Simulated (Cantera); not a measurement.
(CH₃)₂SiCl₂ + CH₄ + H₂ (silicon carbide growth)

A closed system holds: 1 mol (CH₃)₂SiCl₂, 0.4 mol CH₄, 74 mol H₂, held at 1.00 bar.

These are equilibrium values from Cantera (NASA tables, ideal gas, pure condensed phases), not measurements of a reactor. Candidate condensed phases: C, C₆H₆, C₇H₈, C₈H₁₈, Si, SiC; 109 gas species. The feed counts by its element totals alone. The numbers say what is thermodynamically allowed, not how fast it happens.

| T (K) | x H₂ | x HCl | x CH₄ | x SiCl₄ | n SiC(s) | n C(graphite) |
|---|---|---|---|---|---|---|
| 925 | 0.962 | 0.0119 | 0.0220 | 0.00289 | 0.711 | 0 |
| 975 | 0.960 | 0.0170 | 0.0206 | 0.00178 | 0.816 | 0 |
| 1025 | 0.958 | 0.0216 | 0.0193 | 0.000822 | 0.911 | 0 |
| 1075 | 0.957 | 0.0243 | 0.0185 | 0.000271 | 0.968 | 0 |
| 1125 | 0.956 | 0.0254 | 0.0182 | 7.40e-5 | 0.990 | 0 |
| 1175 | 0.957 | 0.0257 | 0.0175 | 2.08e-5 | 0.996 | 0.0459 |
| 1225 | 0.962 | 0.0256 | 0.0122 | 8.60e-6 | 0.998 | 0.455 |
| 1275 | 0.966 | 0.0256 | 0.00865 | 3.83e-6 | 0.999 | 0.726 |
| 1325 | 0.968 | 0.0255 | 0.00629 | 1.82e-6 | 0.999 | 0.908 |
| 1375 | 0.970 | 0.0255 | 0.00468 | 9.15e-7 | 0.999 | 1.03 |
| 1425 | 0.971 | 0.0254 | 0.00355 | 4.85e-7 | 0.999 | 1.12 |
| 1475 | 0.972 | 0.0254 | 0.00275 | 2.69e-7 | 0.999 | 1.18 |
| 1525 | 0.972 | 0.0254 | 0.00216 | 1.55e-7 | 0.998 | 1.23 |
| 1575 | 0.973 | 0.0254 | 0.00172 | 9.28e-8 | 0.998 | 1.26 |
x: gas mole fraction; n: condensed amount in mol.

From 925 K to 1125 K the condensed part is SiC(s). From 1175 K to 1575 K the condensed part is C(graphite) + SiC(s). The main Si-bearing gas is SiCl₄ at 925 K and SiCl₂ at 1575 K.
